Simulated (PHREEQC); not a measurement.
Geothermal or formation water: an equilibrium model

A made-up water analysis in mg/L, 55 °C, pH 6.94, pe 1.7:

```
constituent          mg/L
------------------  -----
Na                   4250
K                    68.5
Ca                    433
Mg                    202
Cl                   6390
S(6) as SO4           795
Alkalinity as HCO3   14.1
Si as SiO2           90.1
N(-3) as NH4        0.422
```

Valence states are taken as typed.

All values are PHREEQC results (ion-association model, phreeqc.dat), not measurements.

* **ionic strength**: 0.230 mol/kgw
* **activity of water**: 0.993
* **specific conductance**: 34600 µS/cm
* **density**: 0.995 g/cm³
* **charge-balance error**: 6.8 %

```json
[
 {"species": "Na+", "molality": "0.186", "activity": "0.135", "log γ": "-0.138"},
 {"species": "Cl-", "molality": "0.182", "activity": "0.126", "log γ": "-0.160"},
 {"species": "Ca+2", "molality": "0.0101", "activity": "0.00294", "log γ": "-0.538"},
 {"species": "Mg+2", "molality": "0.00713", "activity": "0.00223", "log γ": "-0.505"},
 {"species": "SO4-2", "molality": "0.00490", "activity": "0.00127", "log γ": "-0.585"},
 {"species": "K+", "molality": "0.00175", "activity": "0.00120", "log γ": "-0.163"},
 {"species": "H4SiO4", "molality": "0.00151", "activity": "0.00159", "log γ": "0.023"},
 {"species": "NaSO4-", "molality": "0.00141", "activity": "0.00103", "log γ": "-0.139"},
 {"species": "MgSO4", "molality": "0.00127", "activity": "0.00134", "log γ": "0.023"},
 {"species": "CaSO4", "molality": "0.000775", "activity": "0.000817", "log γ": "0.023"},
 {"species": "HCO3-", "molality": "0.000195", "activity": "0.000141", "log γ": "-0.139"}
]
```

This is a speciation only: nothing precipitates in the calculation. Saturation is exceeded, for instance for Quartz (slow to form), Chalcedony (slow to form); the values hold only as long as no solid forms. Away from 25 °C the constants follow the database's enthalpies or fits; those with neither stay at their 25 °C values.
